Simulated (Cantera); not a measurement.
Feed: 1 mol B, 0.87 mol O2, 0.3 mol H2, held at 10.0 Torr.

Method: chemical equilibrium by Gibbs-energy minimisation in Cantera with the NASA 1993 tables (ideal gas, pure condensed phases). Candidate condensed phases: B, B2O3, B3O3H3, H2O; 23 gas species. Gases not in the tables: H3BO3. The numbers say what is thermodynamically allowed, not how fast it happens. All values below are at 750 °C.

Base state: H2O 0.797, H2 0.200, (HBO2)3 0.00204, HBO2 0.000325 (mole fractions); condensed: B2O3(l).

Task: What changes in the equilibrium state with this change: pressure from 10.0 Torr to 645 Torr?

Result: 
```tsv
species	before	after
H2O	0.797	0.782
H2	0.200	0.202
(HBO2)3	0.00204	0.0160
HBO2	0.000325	4.00e-5
B2O3(l), mol	0.499	0.493
```
